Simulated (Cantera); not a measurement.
Cantera run:

```python
import numpy as np
import cantera as ct

gas_names = """
    Cr CrN N N2
""".split()
cond_names = """
    Cr(cr) Cr(L) CrN(s) Cr2N(s)
""".split()


# ... load() reads the species with a 1 bar reference pressure and builds the phases ...
atoms = {
    'Cr': {'Cr': 1},
    'N2': {'N': 2},
}
top_T = {'CrN(s)': 1900, 'Cr2N(s)': 1900}  # K; cautious upper limits of use, not melting points


# ... equilibrate(T, P, feed) seeds the gas with the atoms and calls Mixture.equilibrate('TP', solver="vcs", rtol=1e-11, max_steps=5000) ...
results = []
feed = {'Cr': 1, 'N2': 1.8}  # mol
P = 1333.22  # Pa
for T in [1325, 1375, 1425, 1475, 1525, 1575, 1625, 1675, 1725, 1775]:
    mix = equilibrate(T, P, feed)
    results.append((T, P, feed, dict(zip(mix.species_names, mix.species_moles))))
    x = sorted(zip(gas.X, gas.species_names), reverse=True)
    print(f"T = {T:g} K  P = {P:g} Pa  gas = {mix.phase_moles(0):.4g} mol")
    print("   x: " + "  ".join(f"{s} {v:.3e}" for v, s in x if v > 1e-06))
    print("   condensed (mol): " + ("  ".join(f"{mix.phase(i).name} {mix.phase_moles(i):.4g}"
          for i in range(1, mix.n_phases) if mix.phase_moles(i) > 1e-12) or "none"))
```

It prints:

```
T = 1325 K  P = 1333.22 Pa  gas = 1.55 mol
   x: N2 1.000e+00
   condensed (mol): Cr2N(s) 0.5
T = 1375 K  P = 1333.22 Pa  gas = 1.55 mol
   x: N2 1.000e+00  Cr 2.309e-06
   condensed (mol): Cr2N(s) 0.5
T = 1425 K  P = 1333.22 Pa  gas = 1.8 mol
   x: N2 1.000e+00  Cr 8.285e-06
   condensed (mol): Cr(cr) 1
T = 1475 K  P = 1333.22 Pa  gas = 1.8 mol
   x: N2 1.000e+00  Cr 2.499e-05
   condensed (mol): Cr(cr) 1
T = 1525 K  P = 1333.22 Pa  gas = 1.8 mol
   x: N2 9.999e-01  Cr 6.995e-05
   condensed (mol): Cr(cr) 0.9999
T = 1575 K  P = 1333.22 Pa  gas = 1.8 mol
   x: N2 9.998e-01  Cr 1.830e-04
   condensed (mol): Cr(cr) 0.9997
T = 1625 K  P = 1333.22 Pa  gas = 1.801 mol
   x: N2 9.996e-01  Cr 4.499e-04
   condensed (mol): Cr(cr) 0.9992
T = 1675 K  P = 1333.22 Pa  gas = 1.802 mol
   x: N2 9.990e-01  Cr 1.046e-03
   condensed (mol): Cr(cr) 0.9981
T = 1725 K  P = 1333.22 Pa  gas = 1.804 mol
   x: N2 9.977e-01  Cr 2.311e-03
   condensed (mol): Cr(cr) 0.9958
T = 1775 K  P = 1333.22 Pa  gas = 1.809 mol
   x: N2 9.951e-01  Cr 4.871e-03
   condensed (mol): Cr(cr) 0.9912
```

Cantera equilibrium calculation (NASA polynomials, part measured and part estimated; ideal gas, pure solids and liquids).
